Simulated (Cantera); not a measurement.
SiHCl₃ + Cl₂ + N₂ + HCl (silicon epitaxy and polysilicon growth)

Feed: 1 mol SiHCl₃, 0.0038 mol Cl₂, 140 mol N₂, 0.13 mol HCl.

Method: chemical equilibrium by Gibbs-energy minimisation in Cantera with the NASA 1993 tables (ideal gas, pure condensed phases). Candidate condensed phases: NH₄Cl, Si, Si₃N₄; 28 gas species. N₂ is the only nitrogen source here; it is nearly inert below about 1500 K, so the nitride shown seldom forms there in practice. The tables' values for SiCl₃ are old estimates. Equilibrium is a limit: real reactors are often held back by kinetics, nucleation or transport.

Map the stable condensed phases over T = 627, 677, 727, 777, 827, 877, 927, 977, 1027, 1077, 1127, 1177, 1227 °C and P in Pa = 100, 210, 460, 980, 2100, 4500, 9600, 20000, 44000, 94000, 200000.


```
T in °C \ P in Pa
            100    210    460    980   2100   4500   9600  20000  44000  94000 200000
   1227       A      A      A      A      B      B      B      B      B      B      B
   1177       A      A      A      B      B      B      B      B      B      B      B
   1127       A      A      B      B      B      B      B      B      B      B      B
   1077       B      B      B      B      B      B      B      B      B      B      B
   1027       B      B      B      B      B      B      B      B      B      B      B
    977       B      B      B      B      B      B      B      B      B      B      B
    927       B      B      B      B      B      B      B      B      B      B      B
    877       B      B      B      B      B      B      B      B      B      B      B
    827       B      B      B      B      B      B      B      B      B      B      B
    777       B      B      B      B      B      B      B      B      B      B      B
    727       B      B      B      B      B      B      B      B      B      B      B
    677       B      B      B      B      B      B      B      B      B      B      B
    627       B      B      B      B      B      B      B      B      B      B      B
```
A: gas only; B: Si₃N₄.
